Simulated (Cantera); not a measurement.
What does this Cantera script print?

```python
import numpy as np
import cantera as ct

gas_names = """
    H HO2 H2 H2O H2O2 Mg MgH MgO MgOH MgO2H2 Mg2 O OH O2 O3 Si SiH SiH2 SiH3 SiH4 SiO SiO2 Si2 Si3
""".split()
cond_names = """
    H2O(s) H2O(L) Mg(cr) Mg(L) MgO(s) MgO(L) MgO2H2(s) MgSiO3(I) MgSiO3(II) MgSiO3(III) MgSiO3(L)
    Mg2SiO4(s) Mg2SiO4(L) Si(cr) Si(L) SiO2(Lqz) SiO2(hqz) SiO2(L)
""".split()


def load(file, names, dense=False):
    # The tables refer to 1 bar. Condensed volumes are neglected.
    table = {s.name: s for s in ct.Species.list_from_file(file)}
    out = []
    for n in names:
        d = dict(table[n].input_data)
        d["thermo"] = dict(d["thermo"], **{"reference-pressure": 1e5})
        if dense:
            d["equation-of-state"] = {"model": "constant-volume", "density": "1e6 g/cm^3"}
        out.append(ct.Species.from_dict(d))
    return out


gas = ct.Solution(thermo="ideal-gas", species=load("nasa_gas.yaml", gas_names))
cond = {s.name: ct.Solution(thermo="fixed-stoichiometry", species=[s], name=s.name)
        for s in load("nasa_condensed.yaml", cond_names, dense=True)}
atoms = {
    'SiO2': {'Si': 1, 'O': 2},
    'MgO': {'Mg': 1, 'O': 1},
    'H2': {'H': 2},
}
top_T = {}  # K; cautious upper limits of use, not melting points


def equilibrate(T, P, feed):
    n = {}
    for name, mol in feed.items():
        for a, k in atoms[name].items():
            n[a] = n.get(a, 0.0) + k * mol
    gas.TPX = T, P, n
    mass = sum(n.values()) * gas.mean_molecular_weight
    gas.equilibrate("TP")
    valid = [c for c in cond.values() if c.min_temp <= T <= top_T.get(c.name, c.max_temp)]
    mix = ct.Mixture([(gas, mass / gas.mean_molecular_weight)] + [(c, 0.0) for c in valid])
    mix.T, mix.P = T, P
    mix.equilibrate("TP", solver="vcs", rtol=1e-11, max_steps=5000)
    return mix


results = []
feed = {'SiO2': 1, 'MgO': 0.59, 'H2': 43}  # mol
P = 101325  # Pa
for T in [1248, 1298, 1348, 1398, 1448, 1498, 1548, 1598, 1648, 1698, 1748]:
    mix = equilibrate(T, P, feed)
    results.append((T, P, feed, dict(zip(mix.species_names, mix.species_moles))))

top = {s: max(r[3][s] / sum(r[3][g] for g in gas_names) for r in results) for s in gas_names}
cols = sorted((s for s in top if top[s] > 0.0001), key=lambda s: -top[s])[:6]
seen = [c for c in cond_names if any(r[3].get(c, 0) > 1e-12 for r in results)]
print("log10 of partial pressures in bar; condensed amounts in mol")
print(f"{'T/K':>10s}" + "".join(f"{s[:9]:>10s}" for s in cols + seen))
for T, P, feed, n in results:
    ng = sum(n[g] for g in gas_names)
    print(f"{T:10.4g}" + "".join(f"{np.log10(max(n[s] / ng * P / 1e5, 1e-99)):10.3f}" for s in cols)
          + "".join(f"{n.get(c, 0):10.4g}" for c in seen))
```

Result:

```
log10 of partial pressures in bar; condensed amounts in mol
       T/K        H2       H2O       SiO         H MgSiO3(II MgSiO3(II SiO2(hqz)   SiO2(L)
      1248     0.006    -6.248    -6.337    -6.328      0.59         0      0.41         0
      1298     0.006    -5.832    -5.873    -5.967         0      0.59    0.4099         0
      1348     0.006    -5.432    -5.459    -5.633         0      0.59    0.4099         0
      1398     0.006    -5.058    -5.080    -5.322         0      0.59    0.4097         0
      1448     0.006    -4.709    -4.729    -5.033         0      0.59    0.4092         0
      1498     0.006    -4.383    -4.402    -4.762         0    0.5899    0.4084         0
      1548     0.006    -4.080    -4.097    -4.509         0    0.5899    0.4067         0
      1598     0.006    -3.795    -3.812    -4.271         0    0.5897    0.4037         0
      1648     0.005    -3.529    -3.545    -4.048         0    0.5895    0.3984         0
      1698     0.005    -3.278    -3.294    -3.837         0    0.5892         0    0.3892
      1748     0.005    -3.046    -3.062    -3.639         0    0.5886         0    0.3745
```

Equilibrium computed with Cantera from the NASA thermochemical tables; the gas is ideal and each condensed phase is pure. Mutual solubility and eutectic melting of coexisting phases are not modelled. The tables hold silica as quartz up to 1696 K and as liquid above; real silica turns to tridymite and cristobalite and melts near 1996 K. Condensed phases not in the tables: alloys, solid solutions and most ternary compounds.
